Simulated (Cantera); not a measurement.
A closed system holds: 1 mol trisilylamine, 3.3 mol N₂, equilibrated at 1277 °C and 3.10 mbar.

Method: chemical equilibrium by Gibbs-energy minimisation in Cantera with the NASA 1993 tables (ideal gas, pure condensed phases). Candidate condensed phases: Si, Si₃N₄; 18 gas species. The feed counts by its element totals alone. Kinetics and transport are ignored.

Base state: H₂ 0.714, N₂ 0.286, H 0.000478 (mole fractions); condensed: Si₃N₄(s).

Question: What changes in the equilibrium state with this change: temperature from 1277 °C to 1402 °C?

Answer: 
| species | before | after |
|---|---|---|
| H₂ | 0.714 | 0.667 |
| N₂ | 0.286 | 0.331 |
| H | 0.000478 | 0.00170 |
| Si | 2.87e-6 | 0.000140 |
| SiH | 3.55e-7 | 1.07e-5 |
| Si₃N₄(s), mol | 1.000 | 0.783 |
| Si(s), mol | 0 | 0.648 |
Mutual solubility and eutectic melting of coexisting phases are not modelled.
